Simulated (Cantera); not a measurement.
What does this Cantera script print?

```python
import numpy as np
import cantera as ct

gas = ct.Solution("h2o2.yaml")
gas.TPX = 1298, 13332, {'H2': 1.2, 'O2': 1, 'N2': 2.7}
reactor = ct.IdealGasConstPressureReactor(gas, energy="off", clone=False)
net = ct.ReactorNet([reactor])
net.rtol, net.atol = 1e-08, 1e-18
show = ['H2', 'O2', 'H2O2', 'O', 'OH', 'HO2']
times = np.geomspace(2e-06, 9, 12)

steps = ct.SolutionArray(gas, extra=["t"])
rows = []
print(f"{'t/s':>10s}{'T/K':>9s}{'P/Pa':>11s}" + "".join(f"{s:>11s}" for s in show))
for t in times:
    while net.time < t:
        t_next = net.step()
        steps.append(gas.state, t=t_next)
    rows.append([np.interp(t, steps.t, y) for y in (steps.T, steps.P, *steps(*show).X.T)])
    print(f"{t:10.3e}{rows[-1][0]:9.1f}{rows[-1][1]:11.4g}" + "".join(f"{x:11.3e}" for x in rows[-1][2:]))
rate = np.gradient(steps.T, steps.t)
print("integrator steps:", len(steps.t))
if steps.T.max() > steps.T[0] + 200:
    print(f"time of steepest temperature rise: {steps.t[rate.argmax()]:.4e} s")
gas.TPX = 1298, 13332, {'H2': 1.2, 'O2': 1, 'N2': 2.7}
gas.equilibrate("TP")
print(f"equilibrium (TP): T = {gas.T:.1f} K  " + "  ".join(f"{s} {gas[s].X[0]:.3e}" for s in show))
```

Result:

```
       t/s      T/K       P/Pa         H2         O2       H2O2          O         OH        HO2
 2.000e-06   1298.0  1.333e+04  2.449e-01  2.041e-01  2.236e-12  3.088e-10  2.590e-10  5.092e-09
 8.051e-06   1298.0  1.333e+04  2.449e-01  2.041e-01  3.605e-11  3.600e-09  2.496e-09  2.055e-08
 3.241e-05   1298.0  1.333e+04  2.449e-01  2.041e-01  5.800e-10  7.997e-08  5.177e-08  8.623e-08
 1.305e-04   1298.0  1.333e+04  2.372e-01  2.007e-01  9.919e-08  8.809e-04  5.691e-04  9.854e-06
 5.253e-04   1298.0  1.333e+04  2.076e-02  9.965e-02  1.569e-06  1.815e-02  7.552e-03  1.509e-05
 2.115e-03   1298.0  1.333e+04  3.371e-03  9.304e-02  1.468e-06  2.129e-03  2.821e-03  1.288e-05
 8.512e-03   1298.0  1.333e+04  1.524e-04  9.288e-02  3.095e-07  9.199e-05  5.850e-04  2.459e-06
 3.427e-02   1298.0  1.333e+04  1.205e-05  9.298e-02  5.466e-08  7.836e-06  1.718e-04  2.694e-07
 1.380e-01   1298.0  1.333e+04  1.827e-06  9.300e-02  1.171e-08  1.252e-06  6.865e-05  4.954e-08
 5.554e-01   1298.0  1.333e+04  4.203e-07  9.301e-02  3.155e-09  2.920e-07  3.313e-05  2.131e-08
 2.236e+00   1298.0  1.333e+04  2.163e-07  9.302e-02  1.715e-09  1.471e-07  2.350e-05  2.011e-08
 9.000e+00   1298.0  1.333e+04  2.113e-07  9.302e-02  1.678e-09  1.434e-07  2.320e-05  2.014e-08
integrator steps: 2003
equilibrium (TP): T = 1298.0 K  H2 2.113e-07  O2 9.302e-02  H2O2 1.678e-09  O 1.434e-07  OH 2.320e-05  HO2 2.014e-08
```

Detailed kinetics in Cantera: the H2/O2 subset of GRI-Mech 3.0, which has no nitrogen chemistry. The temperature is held fixed by assumption; the heat of reaction is taken as removed at once.
